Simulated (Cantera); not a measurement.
Input (Python, Cantera) and output of one run.

```python
import numpy as np
import cantera as ct

gas_names = """
    H2 H2O H OH
""".split()
cond_names = """
    Cu2O(s) Cu2O(L) Cu(cr) Cu(L) CuO2H2(s)
""".split()


# ... load() reads the species with a 1 bar reference pressure and builds the phases ...
species = {s.name: s for s in load("nasa_gas.yaml", gas_names) + load("nasa_condensed.yaml", cond_names)}
# Each term lists the table entries of one substance; the one whose range holds T is used.
reactions = {
    'Cu2O + H2(g) = 2 Cu + H2O(g)':
        [(-1, ['Cu2O(s)', 'Cu2O(L)']), (-1, ['H2']), (2, ['Cu(cr)', 'Cu(L)']), (1, ['H2O'])],
    '2 Cu(OH)2 = Cu2O + H(g) + 3 OH(g)':
        [(-2, ['CuO2H2(s)']), (1, ['Cu2O(s)', 'Cu2O(L)']), (1, ['H']), (3, ['OH'])],
}


def pick(names, T):
    return next(species[n] for n in names if species[n].thermo.min_temp <= T <= species[n].thermo.max_temp)


results = []
for label, terms in reactions.items():
    print(label)
    print("     T/K   dH/kJ  dS/(J/K)   dG/kJ   log10 K")
    for T in [423, 523, 623, 723, 823, 923, 1023, 1123, 1223, 1323, 1423]:
        used = [(nu, pick(names, T)) for nu, names in terms]
        dH = sum(nu * s.thermo.h(T) for nu, s in used) / 1e6
        dS = sum(nu * s.thermo.s(T) for nu, s in used) / 1e3
        dG = dH - T * dS / 1e3
        logK = -dG * 1e6 / (ct.gas_constant * T * np.log(10))
        results.append((label, T, dH, dS, dG, logK, [s.name for _, s in used]))
        print(f"{T:8g} {dH:8.1f} {dS:8.1f} {dG:8.1f} {logK:8.2f}")
```

It prints:

```
Cu2O + H2(g) = 2 Cu + H2O(g)
     T/K   dH/kJ  dS/(J/K)   dG/kJ   log10 K
     423    -72.5     28.3    -84.4    10.43
     523    -73.7     25.6    -87.1     8.70
     623    -75.1     23.3    -89.6     7.51
     723    -76.5     21.2    -91.8     6.63
     823    -77.8     19.5    -93.8     5.96
     923    -79.2     17.9    -95.7     5.42
    1023    -80.5     16.6    -97.4     4.97
    1123    -81.7     15.4    -99.0     4.61
    1223    -82.9     14.4   -100.5     4.29
    1323    -84.1     13.5   -101.9     4.02
    1423    -59.0     31.9   -104.5     3.83
2 Cu(OH)2 = Cu2O + H(g) + 3 OH(g)
     T/K   dH/kJ  dS/(J/K)   dG/kJ   log10 K
     423   1063.6    534.6    837.4  -103.41
     523   1061.0    529.2    784.2   -78.33
     623   1057.8    523.6    731.6   -61.34
     723   1054.1    518.1    679.5   -49.09
     823   1049.9    512.7    628.0   -39.86
     923   1045.5    507.6    577.0   -32.65
    1023   1040.9    502.9    526.5   -26.88
    1123   1036.5    498.8    476.4   -22.16
    1223   1032.3    495.2    426.7   -18.22
    1323   1028.5    492.2    377.3   -14.90
    1423   1025.1    489.7    328.2   -12.05
```

Source: NASA polynomial tables (part measured, part estimated), evaluated in Cantera. Condensed species are held in their standard states even where they would react or evaporate.
